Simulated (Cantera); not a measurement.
Equilibrium for carbothermic reduction: Fe2O3 + CO

Charge: 1 mol Fe2O3, 2.4 mol CO, held at 1 atm.

These are equilibrium values from Cantera (NASA tables, ideal gas, pure condensed phases), not measurements of a reactor. Candidate condensed phases: C, Fe, Fe(CO)5, FeO, Fe2O3, Fe3O4; 15 gas species. The tables' stoichiometric FeO is somewhat more stable than real wüstite, so its field is too wide. FeO: taken at fixed stoichiometry. Rates play no part.

From 902 °C to 1302 °C the condensed part is FeO(s). From 1402 °C to 2202 °C the condensed part is FeO(l).

```csv
T (°C),log p CO,log p CO2,log p Fe,log p FeO,log p O2,log p O,n FeO(s),n FeO(l)
902,-0.23,-0.37,-11.22,<-11,<-11,<-11,2.00,0
1002,-0.23,-0.37,-9.85,<-11,<-11,<-11,2.00,0
1102,-0.23,-0.37,-8.69,-11.18,<-11,<-11,2.00,0
1202,-0.23,-0.37,-7.70,-9.89,-11.24,-11.16,2.00,0
1302,-0.23,-0.37,-6.83,-8.78,-9.98,-9.96,2.00,0
1402,-0.23,-0.37,-6.08,-7.81,-8.88,-8.90,0,2.00
1502,-0.23,-0.37,-5.45,-6.99,-7.89,-7.97,0,2.00
1602,-0.23,-0.37,-4.90,-6.27,-7.02,-7.13,0,2.00
1702,-0.23,-0.37,-4.40,-5.62,-6.23,-6.38,0,2.00
1802,-0.23,-0.37,-3.95,-5.04,-5.52,-5.70,0,2.00
1902,-0.23,-0.37,-3.55,-4.51,-4.88,-5.08,0,2.00
2002,-0.23,-0.37,-3.18,-4.03,-4.30,-4.52,0,2.00
2102,-0.23,-0.37,-2.85,-3.60,-3.76,-4.00,0,2.00
2202,-0.23,-0.37,-2.54,-3.20,-3.27,-3.53,0,1.99
```
log p: log10 of the partial pressure in bar; n: condensed amount in mol.
